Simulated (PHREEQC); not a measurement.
## Metal-bearing waste water: speciation

Dissolve 1.1 mmol/kgw MnSO4, 0.092 mmol/kgw H2SO4 and 0.041 mmol/kgw Na2SO4 at 25 °C. Closed to the air; pH follows from the charge balance.

All values are PHREEQC results (ion-association model, wateq4f.dat), not measurements.

No solid was allowed to form.

Problem. Estimate the pH.

Solution. pH 3.80.

Problem. In which forms is S present?

Solution. SO4-2 90 %, MnSO4 9.1 %, HSO4- 1.1 % of the S.
